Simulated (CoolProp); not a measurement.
Model: reference Helmholtz-energy equation of state, Gao 2016, in CoolProp.

Problem. For sulfur dioxide, give the phase and the cp (kJ/(kg K)), speed of sound (m/s) at 515.9 K and 5.49 bar.

Solution. 
- 515.9 K and 5.49 bar: gas; cp 0.747, speed of sound 283
